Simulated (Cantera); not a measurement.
Input: 1 mol SiCl4, 0.83 mol Cl2, 5.3 mol H2, at 101000 Pa.

Method: chemical equilibrium by Gibbs-energy minimisation in Cantera with the NASA 1993 tables (ideal gas, pure condensed phases). Candidate condensed phases: Si; 19 gas species. Kinetics and transport are ignored.

At 673 K, list the 4 most abundant gas species with their mole fractions, and the condensed phases.

H2 0.627, HCl 0.233, SiCl4 0.140, SiHCl3 4.77e-5. Condensed: gas only.
